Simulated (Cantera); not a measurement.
Feed: 1 mol Al, 0.52 mol HCl, 3.5 mol H2, held at 15.0 Torr.

Cantera equilibrium calculation (NASA polynomials, part measured and part estimated; ideal gas, pure solids and liquids). Candidate condensed phases: Al, AlCl3; 12 gas species. Rates play no part.

Question: What share of the Al ends up in condensed phases as a function of T (K), at 1023, 1123, 1223, 1323, 1423, 1523, 1623?

Answer: 
```csv
T (K),Al condensed (%),as
1023,73.6,Al(l)
1123,58.0,Al(l)
1223,49.5,Al(l)
1323,48.4,Al(l)
1423,48.1,Al(l)
1523,47.6,Al(l)
1623,46.0,Al(l)
```
